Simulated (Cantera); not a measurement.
Equilibrium for abatement and gas-phase synthesis: H2O + N2

Input: 1 mol H2O, 3.7 mol N2, equilibrated at 3548 K and 74300 Torr.

Method: chemical equilibrium by Gibbs-energy minimisation in Cantera with the NASA 1993 tables (ideal gas, pure condensed phases). Candidate condensed phases: H2O; 24 gas species. The ideal-gas law is rough above about 30 bar. Equilibrium is a limit: real reactors are often held back by kinetics, nucleation or transport.

The x(N2) is 0.751. The x(H2O) is 0.148. The x(H2) is 0.0384, the x(OH) is 0.0236 and the x(NO) comes out as 0.0147. The x(H) comes out as 0.0130, the x(O2) is 0.00684 and the x(O) is 0.00462. The x(HO2) is 2.91e-5 and the gas amount is 4.881 mol.
